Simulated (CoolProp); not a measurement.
Saturation properties of dimethyl carbonate.

Values from CoolProp's reference Helmholtz-energy equation of state, Zhou 2011.

```
T (K)  p (MPa)  vapour density (kg/m³)  enthalpy of vaporisation (kJ/kg)
-----  -------  ----------------------  --------------------------------
389.5   0.2189                   6.414                             356.7
393     0.2403                       ?                             354.1
396.4   0.2627                       ?                             351.5
399.9   0.2874                   8.302                             348.8
403.3   0.3131                   9.005                             346.1
406.8   0.3414                   9.778                                 ?
410.2   0.3707                   10.58                             340.6
413.6   0.4018                   11.43                             337.9
417.1   0.4360                   12.36                             335.0
420.5   0.4713                   13.32                             332.1
424     0.5098                   14.37                             329.2
427.4   0.5495                   15.46                                 ?
430.9        ?                       ?                             323.1
```

What belongs in the gaps?


- 393, vapour density (kg/m³): 7.007
- 396.4, vapour density (kg/m³): 7.623
- 406.8, enthalpy of vaporisation (kJ/kg): 343.4
- 427.4, enthalpy of vaporisation (kJ/kg): 326.2
- 430.9, p (MPa): 0.5928
- 430.9, vapour density (kg/m³): 16.64

It boils at 363.3 K under 1 atm.
